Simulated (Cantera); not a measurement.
A closed system holds: 1 mol SiHCl3, 22 mol N2, at 0.133 bar.

These are equilibrium values from Cantera (NASA tables, ideal gas, pure condensed phases), not measurements of a reactor. Candidate condensed phases: NH4Cl, Si, Si3N4; 28 gas species. N2 is the only nitrogen source here; it is nearly inert below about 1500 K, so the nitride shown seldom forms there in practice. The numbers say what is thermodynamically allowed, not how fast it happens.

### Question
What share of the Si ends up in condensed phases as a function of T (K), at 950, 1050, 1150, 1250, 1350, 1450, 1550, 1650, 1750, 1850, 1950, 2050?

### Answer
| T (K) | Si condensed (%) | as |
|---|---|---|
| 950 | 45.7 | Si3N4(s) |
| 1050 | 46.2 | Si3N4(s) |
| 1150 | 46.5 | Si3N4(s) |
| 1250 | 46.4 | Si3N4(s) |
| 1350 | 44.8 | Si3N4(s) |
| 1450 | 38.7 | Si3N4(s) |
| 1550 | 23.8 | Si3N4(s) |
| 1650 | 4.3 | Si3N4(s) |
| 1750 | 0.0 | - |
| 1850 | 0.0 | - |
| 1950 | 0.0 | - |
| 2050 | 0.0 | - |
